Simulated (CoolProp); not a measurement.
The numbers come from the reference Helmholtz-energy equation of state, Thol 2015 in CoolProp.

### Question
For octamethylcyclotetrasiloxane (D4), give the phase and the cp (kJ/(kg K)), speed of sound (m/s) at 573.3 K and 0.0672 MPa; 586.9 K and 0.101 MPa; 365.8 K and 1.17 MPa.

### Answer
- 573.3 K and 0.0672 MPa: gas; cp 1.96, speed of sound 125
- 586.9 K and 0.101 MPa: gas; cp 1.99, speed of sound 126
- 365.8 K and 1.17 MPa: liquid; cp 1.80, speed of sound 711
